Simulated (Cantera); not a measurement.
Cantera run, input and output.

```python
import numpy as np
import cantera as ct

gas = ct.Solution("gri30.yaml")
gas.TPX = 300, 110000, {'CH4': 1, 'C2H6': 0.099, 'O2': 1.96, 'N2': 7.35}
flame = ct.FreeFlame(gas, width=0.037)
flame.set_refine_criteria(ratio=3, slope=0.08, curve=0.16)
flame.transport_model = "mixture-averaged"
flame.solve(loglevel=0, auto=True)
z, T = flame.grid, flame.T
thick = (T[-1] - T[0]) / np.gradient(T, z).max()
show = ['CH4', 'C2H6', 'O2', 'HCO', 'C2H', 'H2O2']
print(f"laminar burning velocity  {flame.velocity[0] * 100:.3f} cm/s")
print(f"burnt temperature         {T[-1]:.1f} K")
print(f"thermal thickness         {thick * 1e3:.4f} mm")
print(f"grid points               {len(z)}")
z0 = z[flame.heat_release_rate.argmax()]
print(f"{'z/mm':>9s}{'T/K':>9s}{'u/(m/s)':>9s}" + "".join(f"{s:>11s}" for s in show))
rows = []
for k in (-3, -2, -1.5, -1, -0.5, -0.25, 0, 0.25, 0.5, 1, 2, 4, 8):
    zz = z0 + k * thick
    rows.append([k * thick, np.interp(zz, z, T), np.interp(zz, z, flame.velocity),
                 *(np.interp(zz, z, flame.X[gas.species_index(s)]) for s in show)])
    print(f"{rows[-1][0] * 1e3:9.3f}{rows[-1][1]:9.1f}{rows[-1][2]:9.3f}" + "".join(f"{x:11.3e}" for x in rows[-1][3:]))
```

Output:

```
laminar burning velocity  34.666 cm/s
burnt temperature         2147.7 K
thermal thickness         0.4161 mm
grid points               155
     z/mm      T/K  u/(m/s)        CH4       C2H6         O2        HCO        C2H       H2O2
   -1.248    300.1    0.347  9.597e-02  9.503e-03  1.881e-01  2.065e-20  2.310e-33  9.945e-09
   -0.832    301.7    0.350  9.563e-02  9.481e-03  1.876e-01  2.986e-17  2.803e-29  1.922e-07
   -0.624    311.8    0.363  9.472e-02  9.439e-03  1.864e-01  1.270e-14  3.227e-26  1.499e-06
   -0.416    411.8    0.484  8.892e-02  9.169e-03  1.789e-01  4.778e-11  6.680e-20  1.346e-05
   -0.208    952.6    1.145  5.968e-02  6.522e-03  1.337e-01  3.714e-07  2.102e-11  3.053e-05
   -0.104   1400.0    1.704  3.262e-02  2.951e-03  8.791e-02  1.047e-05  1.229e-08  1.194e-05
    0.000   1781.9    2.187  8.007e-03  1.981e-04  4.004e-02  3.691e-05  5.589e-07  1.134e-06
    0.104   1938.7    2.378  6.554e-04  1.037e-06  1.432e-02  1.420e-05  5.904e-07  2.499e-07
    0.208   1978.7    2.418  3.001e-05  2.167e-09  6.219e-03  1.221e-06  6.547e-08  1.648e-07
    0.416   2011.2    2.447  9.292e-08  4.382e-14  3.072e-03  1.127e-07  4.276e-10  1.307e-07
    0.832   2047.4    2.485  1.301e-11  4.867e-20  1.987e-03  8.204e-08  1.633e-13  9.584e-08
    1.664   2085.5    2.526  2.012e-14  7.595e-25  1.137e-03  5.640e-08  3.816e-18  6.201e-08
    3.329   2116.6    2.559  2.246e-14 -3.146e-27  5.115e-04  3.504e-08  8.004e-21  3.382e-08
```

Computed with Cantera and GRI-Mech 3.0 (53 species, 325 reactions). Burning velocities carry a grid error of a few per cent, more on coarse grids.
